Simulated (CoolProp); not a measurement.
Properties of methane at several states (Tc = -82.6 °C, pc = 4599 kPa, ω = 0.011).

Computed with CoolProp (reference Helmholtz-energy equation of state, Setzmann 1991).

```
T (°C)  p (kPa)  phase       Z  cv (kJ/(kg K))  speed of sound (m/s)  isothermal compressibility (1/MPa)  expansivity (1/kK)  Prandtl number
------  -------  -----  ------  --------------  --------------------  ----------------------------------  ------------------  --------------
-49.45      107    gas  0.9952           1.590                   [?]                               9.391               4.537             [?]
343.65     12.6    gas   1.000             [?]                   [?]                               79.36               1.621           0.717
108.85     1400    gas  0.9919             [?]                   [?]                              0.7199               2.733             [?]
```

**Question.** Some entries are withheld; supply them.

**Answer.** 
- -49.45, speed of sound (m/s): 391.2
- -49.45, Prandtl number: 0.751
- 343.65, cv (kJ/(kg K)): 2.815
- 343.65, speed of sound (m/s): 615.3
- 108.85, cv (kJ/(kg K)): 1.958
- 108.85, speed of sound (m/s): 500.1
- 108.85, Prandtl number: 0.734

Viscosity comes from a separate model (Quiñones-Cisneros 2006). Thermal conductivity comes from a separate model (Friend 1989).
